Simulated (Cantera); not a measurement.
Input (Python, Cantera):

```python
import numpy as np
import cantera as ct

gas = ct.Solution("gri30.yaml")
gas.TPX = 800, 580000, {'CH4': 1, 'H2': 0.84, 'O2': 4.17, 'N2': 15.7}
inlet = ct.Reservoir(gas, clone=True)
gas.equilibrate("HP")  # start burning
reactor = ct.IdealGasConstPressureReactor(gas, energy="on", clone=False)
exhaust = ct.Reservoir(gas, clone=True)
tau = [0.07, 0.03, 0.013, 0.0055, 0.0024, 0.001, 0.00043, 0.00019, 7.9e-05, 3.4e-05][0]
for a, b in ((inlet, reactor), (reactor, exhaust)):
    ct.MassFlowController(a, b, mdot=lambda t: reactor.mass / tau)
net = ct.ReactorNet([reactor])
show = ['CH4', 'H2', 'O2', 'NO', 'HO2']

rows = []
print(f"{'tau/s':>10s}{'T/K':>9s}" + "".join(f"{s:>11s}" for s in show))
for tau in [0.07, 0.03, 0.013, 0.0055, 0.0024, 0.001, 0.00043, 0.00019, 7.9e-05, 3.4e-05]:
    net.initial_time = 0.0
    net.advance(30 * tau)
    before = gas.X
    net.advance(40 * tau)
    drift = np.max(np.abs(gas.X - before) / (gas.X + 1e-9))
    rows.append([gas.T, *gas[show].X, drift])
    print(f"{tau:10.3e}{gas.T:9.1f}" + "".join(f"{x:11.3e}" for x in gas[show].X))
```

Output:

```
     tau/s      T/K        CH4         H2         O2         NO        HO2
 7.000e-02   2062.1  1.334e-06  9.683e-05  8.152e-02  5.645e-04  3.270e-06
 3.000e-02   2062.0  2.976e-06  1.078e-04  8.167e-02  2.782e-04  3.401e-06
 1.300e-02   2060.8  6.325e-06  1.310e-04  8.176e-02  1.452e-04  3.673e-06
 5.500e-03   2057.9  1.292e-05  1.801e-04  8.182e-02  8.340e-05  4.289e-06
 2.400e-03   2052.6  2.411e-05  2.713e-04  8.191e-02  5.598e-05  5.536e-06
 1.000e-03   2042.9  4.432e-05  4.470e-04  8.209e-02  4.121e-05  8.161e-06
 4.300e-04   2027.2  7.818e-05  7.415e-04  8.247e-02  3.209e-05  1.293e-05
 1.900e-04   2003.2  1.365e-04  1.209e-03  8.319e-02  2.496e-05  2.113e-05
 7.900e-05   1962.4  2.592e-04  2.016e-03  8.475e-02  1.847e-05  3.678e-05
 3.400e-05   1901.2  5.286e-04  3.269e-03  8.780e-02  1.290e-05  6.421e-05
```

Computed with Cantera and GRI-Mech 3.0 (53 species, 325 reactions).
